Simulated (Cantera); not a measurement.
An adiabatic, constant-volume homogeneous reactor starts with CH4 : O2 : N2 = 1 : 2.53 : 13.4 (molar parts), at 1800 K and 0.770 bar.

Model: GRI-Mech 3.0 (53 species, 325 reactions), integrated in Cantera.

Task: Predict: time of steepest temperature rise; temperature at 0.300 s; equilibrium temperature; x(O2) at 0.300 s; x(HO2) at 0.300 s; x(CO) at 0.300 s; x(CO2) at 0.300 s.

Result: 
```json
{
 "time_of_steepest_temperature_rise": "0.166 ms",
 "temperature at 0.300 s": "2773 K",
 "equilibrium_temperature": "2773 K",
 "x(O2) at 0.300 s": "0.0328 (gas-phase equilibrium 0.0328)",
 "x(HO2) at 0.300 s": "6.84e-6 (gas-phase equilibrium 6.84e-6)",
 "x(CO) at 0.300 s": "0.0232 (gas-phase equilibrium 0.0232)",
 "x(CO2) at 0.300 s": "0.0341 (gas-phase equilibrium 0.0341)"
}
```
